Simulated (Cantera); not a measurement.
Feed: 1 mol Ti(OiPr)4, a varied amount of C3H8, equilibrated at 1375 K and 345 Torr.

Equilibrium computed with Cantera from the NASA thermochemical tables; the gas is ideal and each condensed phase is pure. Candidate condensed phases: C, C6H6, C7H8, C8H18, H2O, Ti, TiC, TiO, TiO2, Ti2O3, Ti3O5, Ti4O7; 113 gas species. The feed counts by its element totals alone. Mutual solubility and eutectic melting of coexisting phases are not modelled. TiC: taken at fixed stoichiometry. The numbers say what is thermodynamically allowed, not how fast it happens.

Problem. Which condensed phases are stable at each of these points (n(C3H8) (mol)): 0.24, 0.33, 0.44, 0.6, 0.82, 1.1, 1.5, 2.1, 2.8?

Solution. 
| n(C3H8) (mol) | condensed phases | Ti condensed (%) |
|---|---|---|
| 0.24 | C(graphite) + Ti3O5(s) | 100.0 |
| 0.33 | C(graphite) + Ti3O5(s) | 100.0 |
| 0.44 | C(graphite) + Ti3O5(s) | 100.0 |
| 0.6 | C(graphite) + Ti3O5(s) | 100.0 |
| 0.82 | C(graphite) + Ti3O5(s) | 100.0 |
| 1.1 | C(graphite) + Ti3O5(s) | 100.0 |
| 1.5 | C(graphite) + Ti3O5(s) | 100.0 |
| 2.1 | C(graphite) + Ti3O5(s) | 100.0 |
| 2.8 | C(graphite) + TiC(s) + Ti3O5(s) | 100.0 |

From 0.24 mol C3H8 to 2.1 mol C3H8 the condensed part is C(graphite) + Ti3O5(s). At 2.8 mol C3H8 the condensed part is C(graphite) + TiC(s) + Ti3O5(s).
